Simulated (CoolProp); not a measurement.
R236EA at 293.15 K and 4.21 MPa flows at 7.1 m/s in a round tube of 10 mm bore and 0.25 µm roughness, fully developed (64/Re and Nu = 3.66 if laminar; Colebrook and Gnielinski if turbulent). Each further row changes one setting.

Values from CoolProp's reference Helmholtz-energy equation of state, Rui 2013.

```tsv
case	Reynolds number	Darcy friction factor	pressure drop (Pa/m)	heat-transfer coefficient (W/(m² K))	mass flow (kg/h)
as stated	234000	0.0154	56500	10300	2920
velocity 14.2 m/s	468000	0.0137	201000	18900	5850
diameter 20 mm	468000	0.0135	24800	9370	11700
```

Viscosity comes from a separate model (Huber 2003), an estimate that may be off by 10 % or more. Thermal conductivity comes from a separate model (Huber 2003), an estimate that may be off by 10 % or more.
